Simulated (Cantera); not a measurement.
Charge: 1 mol Ta2O5, 3.4 mol CH4, 1.2 mol CO, held at 1698.15 K and 81.0 Pa.

These are equilibrium values from Cantera (NASA tables, ideal gas, pure condensed phases), not measurements of a reactor. Candidate condensed phases: C, C6H6, C7H8, C8H18, H2O, Ta, TaC, Ta2O5; 113 gas species. Mutual solubility and eutectic melting of coexisting phases are not modelled. TaC: taken at fixed stoichiometry. Condensed phases not in the tables: Ta2C. Kinetics and transport are ignored.

Base state: H2 0.648, CO 0.347, H 0.00410, H2O 0.000438, CO2 6.88e-5 (mole fractions); condensed: TaC(s) + Ta2O5(s).

Problem. What changes in the equilibrium state with this change: temperature from 1698.15 K to 2350 K?

Solution. 
```json
[
 {"species": "H2", "before": "0.648", "after": "0.349"},
 {"species": "CO", "before": "0.347", "after": "0.325"},
 {"species": "H", "before": "0.00410", "after": "0.259"},
 {"species": "TaO2", "before": "1.92e-6", "after": "0.0462"},
 {"species": "TaO", "before": "2.18e-7", "after": "0.0192"},
 {"species": "O", "before": "<1e-9", "after": "6.78e-5"},
 {"species": "OH", "before": "1.42e-7", "after": "0.000135"},
 {"species": "CO2", "before": "6.88e-5", "after": "0.000171"},
 {"species": "H2O", "before": "0.000438", "after": "0.00106"},
 {"species": "TaC(s), mol", "before": "0.973", "after": "0"},
 {"species": "Ta2O5(s), mol", "before": "0.514", "after": "0"},
 {"species": "Ta(s), mol", "before": "0", "after": "1.07"}
]
```
Condensed phases not in the tables: Ta2C, N, O or C dissolved in the metal.

Problem. What changes in the equilibrium state with this change: Ta2O5 replaced by Fe3O4?

Solution. 
```csv
species,before,after
H2,0.648,0.546
CO,0.347,0.391
H2O,0.000438,0.0431
Fe,0,0.00754
CO2,6.88e-5,0.00904
OH,1.42e-7,1.53e-5
"TaC(s), mol",0.973,0
"Ta2O5(s), mol",0.514,0
"Fe(δ), mol",0,2.91
```
Further candidate phases: Fe, Fe(CO)5, FeO, Fe(OH)2, Fe(OH)3, Fe2O3, Fe3O4.

Problem. What changes in the equilibrium state with this change: pressure from 81.0 Pa to 520 Pa?

Solution. 
| species | before | after |
|---|---|---|
| H2 | 0.648 | 0.650 |
| CO | 0.347 | 0.347 |
| H | 0.00410 | 0.00162 |
| H2O | 0.000438 | 0.000747 |
| CO2 | 6.88e-5 | 0.000117 |
| TaC(s), mol | 0.973 | 0.974 |
| Ta2O5(s), mol | 0.514 | 0.513 |
